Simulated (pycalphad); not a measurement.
CALPHAD calculation (pycalphad, COST 507 light-alloy database (1999)), 1 atm. The database dates from 1999; later assessments differ in places, in temperatures and in the compounds included.

**Question.** How does the equilibrium phase assembly of Sn-4.29Si (at.%) change on cooling from 1400 K to 500 K?

**Answer.** 
```csv
T (K),phases above,phases below
1320.8,liquid,diamond (Si) + liquid
505.0,diamond (Si) + liquid,bct (Sn) + diamond (Si)
```
Changes were sought between steps of 50 K, so a narrower field can be missed.
